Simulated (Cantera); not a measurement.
Feed: 1 mol trisilylamine, 0.25 mol N2, held at 0.180 bar.

These are equilibrium values from Cantera (NASA tables, ideal gas, pure condensed phases), not measurements of a reactor. Candidate condensed phases: Si, Si3N4; 18 gas species. The feed counts by its element totals alone. Mutual solubility and eutectic melting of coexisting phases are not modelled. The tables' values for SiN are old estimates; treat these amounts as uncertain. Gases not in the tables: Si2H6 and higher silanes. Kinetics and transport are ignored.

log p: log10 of the partial pressure in bar; n: condensed amount in mol.

| T (°C) | log p H2 | log p N2 | log p H | log p Si | n Si(s) | n Si3N4(s) | n Si(l) |
|---|---|---|---|---|---|---|---|
| 525 | -0.74 | <-12 | (withheld) | <-12 | 1.88 | 0.375 | 0 |
| 625 | -0.74 | <-12 | (withheld) | <-12 | 1.88 | 0.375 | 0 |
| 725 | -0.74 | -10.83 | (withheld) | <-12 | 1.88 | 0.375 | 0 |
| 825 | -0.74 | -9.05 | (withheld) | <-12 | 1.88 | 0.375 | 0 |
| 925 | -0.74 | -7.57 | (withheld) | -11.89 | 1.88 | 0.375 | 0 |
| 1025 | -0.74 | -6.33 | (withheld) | -10.39 | 1.88 | 0.375 | 0 |
| 1125 | -0.74 | -5.26 | (withheld) | -9.11 | 1.88 | 0.375 | 0 |
| 1225 | -0.74 | -4.34 | (withheld) | -8.00 | 1.88 | 0.374 | 0 |
| 1325 | -0.75 | -3.54 | (withheld) | -7.03 | 1.89 | 0.371 | 0 |
| 1425 | -0.75 | -2.82 | (withheld) | -6.18 | 0 | 0.356 | 1.93 |
| 1525 | -0.77 | -2.07 | (withheld) | -5.51 | 0 | 0.263 | 2.21 |
| 1625 | -0.81 | -1.59 | (withheld) | -4.91 | 0 | 0 | 3.00 |
| 1725 | -0.81 | -1.59 | (withheld) | -4.37 | 0 | 0 | 3.00 |
| 1825 | -0.82 | -1.59 | (withheld) | -3.88 | 0 | 0 | 2.99 |

### Question
What belongs in the gaps?

### Answer

- 525, log p H: -11.95
- 625, log p H: -10.33
- 725, log p H: -9.04
- 825, log p H: -7.98
- 925, log p H: -7.09
- 1025, log p H: -6.34
- 1125, log p H: -5.70
- 1225, log p H: -5.14
- 1325, log p H: -4.65
- 1425, log p H: -4.21
- 1525, log p H: -3.84
- 1625, log p H: -3.51
- 1725, log p H: -3.20
- 1825, log p H: -2.92
